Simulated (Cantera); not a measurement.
An adiabatic, constant-pressure homogeneous reactor starts with H2 : O2 : N2 = 1 : 0.357 : 3.25 (molar parts), equivalence ratio 1.4, at 1523 K and 0.400 bar.

Cantera simulation using GRI-Mech 3.0 (53 species, 325 reactions); the numbers are that mechanism's predictions, not measurements.

x: mole fraction; the columns are a selection and need not sum to one.

```tsv
t (s)	T (K)	x H2	x O2	x N2O	x OH	x NO	x H	x HO2
1.00e-5	1523	0.217	0.0775	<1e-12	2.04e-7	<1e-12	2.18e-6	5.62e-7
3.03e-5	1523	0.216	0.0772	4.67e-11	4.29e-5	5.45e-12	0.000450	4.29e-6
9.20e-5	1711	0.0565	0.0103	1.27e-8	0.00925	7.85e-6	0.0851	1.93e-6
0.000279	1976	0.0622	0.00685	1.23e-8	0.0113	3.60e-5	0.0579	1.05e-6
0.000847	2238	0.0649	0.00349	1.36e-8	0.0107	9.15e-5	0.0333	5.40e-7
0.00257	2427	0.0656	…	…	…	…	…	…
0.00779	2495	0.0661	0.000543	3.17e-8	0.00523	0.000509	0.0106	1.64e-7
0.0236	2497	0.0665	0.000495	3.52e-8	0.00501	0.000893	0.0102	1.52e-7
0.0717	2496	0.0667	0.000488	3.72e-8	0.00498	0.00108	0.0101	1.50e-7
0.217	2496	0.0667	0.000488	3.72e-8	0.00497	0.00108	0.0101	1.50e-7
0.659	2496	0.0667	0.000488	3.72e-8	0.00497	0.00108	0.0101	1.50e-7
2.00	2496	0.0667	0.000488	3.72e-8	0.00497	0.00108	0.0101	1.50e-7
```

Task: What belongs in the gaps?

Result: 
- 0.00257, x O2: 0.00122
- 0.00257, x N2O: 2.31e-8
- 0.00257, x OH: 0.00742
- 0.00257, x NO: 0.000240
- 0.00257, x H: 0.0167
- 0.00257, x HO2: 2.83e-7
